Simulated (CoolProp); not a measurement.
Model: reference Helmholtz-energy equation of state, Lemmon 2006, in CoolProp. It is a short technical equation, of lower accuracy than the large ones.

### Question
For acetone, give the phase and the density (kg/m³), isothermal compressibility (1/MPa), fugacity coefficient at 290.6 K and 101 kPa; 310.6 K and 101 kPa.

### Answer
- 290.6 K and 101 kPa: liquid; density 793, isothermal compressibility 0.00121, fugacity coefficient 0.214
- 310.6 K and 101 kPa: liquid; density 771, isothermal compressibility 0.00147, fugacity coefficient 0.491
